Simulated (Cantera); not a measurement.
Input (Python, Cantera):

```python
import numpy as np
import cantera as ct

surf = ct.Interface("diamond.yaml", "diamond_100")
gas, bulk = surf.adjacent["gas"], surf.adjacent["diamond"]
k = surf.kinetics_species_index(bulk.species_names[0])
cover = ["c6HH", "c6H*", "c6*H", "c6**", "c6HM", "c6B"]

rows, drift = [], 0.0
print(f"{'xCH3':>10s}{'um/h':>11s}" + "".join(f"{s:>11s}" for s in cover))
for v in [1e-06, 2.7e-06, 7.5e-06, 2.1e-05, 5.7e-05, 0.00016, 0.00043, 0.0012, 0.0032]:
    T, P, xH, xCH3 = 1100, 10000, 0.019, v
    gas.TPX = T, P, {"H": xH, "CH3": xCH3, "CH4": 0.0078, "H2": 1 - xH - xCH3 - 0.0078}
    surf.TP = bulk.TP = T, P
    surf.coverages = "c6H*:0.1, c6HH:0.9"
    surf.advance_coverages(100.0)
    before = surf.coverages
    surf.advance_coverages(100.0)
    drift = max(drift, np.max(np.abs(surf.coverages - before) / (surf.coverages + 1e-9)))
    rate = surf.net_production_rates[k] * bulk.mean_molecular_weight / bulk.density * 3.6e9
    rows.append([rate, *surf[cover].coverages])
    print(f"{v:10.4g}{rate:11.4e}" + "".join(f"{x:11.3e}" for x in rows[-1][1:]))
```

It prints:

```
      xCH3       um/h       c6HH       c6H*       c6*H       c6**       c6HM        c6B
     1e-06 7.6208e-02  5.112e-01  2.832e-02  4.419e-01  1.858e-02  1.858e-05  2.068e-10
   2.7e-06 2.0575e-01  5.112e-01  2.832e-02  4.418e-01  1.858e-02  5.016e-05  5.583e-10
   7.5e-06 5.7143e-01  5.111e-01  2.831e-02  4.418e-01  1.857e-02  1.393e-04  1.551e-09
   2.1e-05 1.5993e+00  5.109e-01  2.830e-02  4.416e-01  1.856e-02  3.899e-04  4.340e-09
   5.7e-05 4.3355e+00  5.104e-01  2.827e-02  4.411e-01  1.853e-02  1.057e-03  1.176e-08
   0.00016 1.2127e+01  5.090e-01  2.819e-02  4.398e-01  1.845e-02  2.957e-03  3.291e-08
   0.00043 3.2294e+01  5.054e-01  2.797e-02  4.364e-01  1.825e-02  7.874e-03  8.763e-08
    0.0012 8.7837e+01  4.953e-01  2.737e-02  4.270e-01  1.768e-02  2.142e-02  2.384e-07
    0.0032 2.1979e+02  4.713e-01  2.594e-02  4.047e-01  1.633e-02  5.364e-02  5.964e-07
```

Computed with Cantera and the Harris–Goodwin 1993 mechanism for the reconstructed diamond (100) surface.
